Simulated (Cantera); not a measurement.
A closed system holds: 1 mol Si3N4, 0.26 mol CO2, 11 mol H2, 0.068 mol N2O, equilibrated at 1.43 Torr.

Cantera equilibrium calculation (NASA polynomials, part measured and part estimated; ideal gas, pure solids and liquids). Candidate condensed phases: C, C6H6, C7H8, C8H18, H2O, Si, SiC, SiO2, Si2N2O, Si3N4; 151 gas species. Mutual solubility and eutectic melting of coexisting phases are not modelled. Rates play no part. All values below are at 1423 K.

Base state: H2 0.962, N2 0.0382, H 0.000149, SiO 3.22e-5 (mole fractions); condensed: SiC(s) + Si2N2O(s) + Si3N4(s).

Q: What changes in the equilibrium state with this change: CO2 from 0.26 to 0.12 mol?

A: 
```json
[
 {"species": "H2", "before": "0.962", "after": "0.978"},
 {"species": "N2", "before": "0.0382", "after": "0.0223"},
 {"species": "H", "before": "0.000149", "after": "0.000151"},
 {"species": "SiO", "before": "3.22e-5", "after": "3.85e-5"},
 {"species": "SiC(s), mol", "before": "0.260", "after": "0.120"},
 {"species": "Si2N2O(s), mol", "before": "0.588", "after": "0.308"},
 {"species": "Si3N4(s), mol", "before": "0.522", "after": "0.755"}
]
```
